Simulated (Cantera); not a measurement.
SiH2Cl2 + N2 + Cl2 (silicon epitaxy and polysilicon growth)

Charge: 1 mol SiH2Cl2, 220 mol N2, 0.41 mol Cl2, held at 12000 Pa.

Cantera equilibrium calculation (NASA polynomials, part measured and part estimated; ideal gas, pure solids and liquids). Candidate condensed phases: NH4Cl, Si, Si3N4; 28 gas species. N2 is the only nitrogen source here; it is nearly inert below about 1500 K, so the nitride shown seldom forms there in practice. The tables' values for SiCl3 are old estimates; treat these amounts as uncertain. Rates play no part.

| T (K) | log p N2 | log p HCl | log p SiCl2 | log p H2 | log p SiCl4 | n Si3N4(s) |
|---|---|---|---|---|---|---|
| 1200 | -0.93 | -3.02 | -5.88 | -4.20 | -3.86 | 0.245 |
| 1250 | -0.93 | -3.02 | -5.40 | -4.22 | -3.88 | 0.244 |
| 1300 | -0.93 | -3.02 | -4.97 | -4.23 | -3.91 | 0.241 |
| 1350 | -0.93 | -3.02 | -4.58 | -4.22 | -3.96 | 0.235 |
| 1400 | -0.93 | -3.02 | -4.24 | -4.20 | -4.06 | 0.223 |
| 1450 | -0.93 | -3.03 | -3.97 | -4.16 | -4.22 | 0.204 |
| 1500 | -0.93 | -3.04 | -3.76 | -4.08 | -4.47 | 0.179 |
| 1550 | -0.93 | -3.06 | -3.62 | -3.97 | -4.80 | 0.153 |
| 1600 | -0.93 | -3.09 | -3.52 | -3.86 | -5.18 | 0.126 |
| 1650 | -0.93 | -3.14 | -3.45 | -3.76 | -5.58 | 0.0987 |
| 1700 | -0.93 | -3.18 | -3.39 | -3.68 | -5.98 | 0.0724 |
| 1750 | -0.93 | -3.24 | -3.35 | -3.60 | -6.36 | 0.0473 |
log p: log10 of the partial pressure in bar; n: condensed amount in mol.

From 1200 K to 1750 K the condensed part is Si3N4(s). The main Si-bearing gas is SiCl4 at 1200 K and SiCl2 at 1750 K. The share of Si in condensed phases is highest at 1200 K (73.4 %) and lowest at 1750 K (14.2 %).
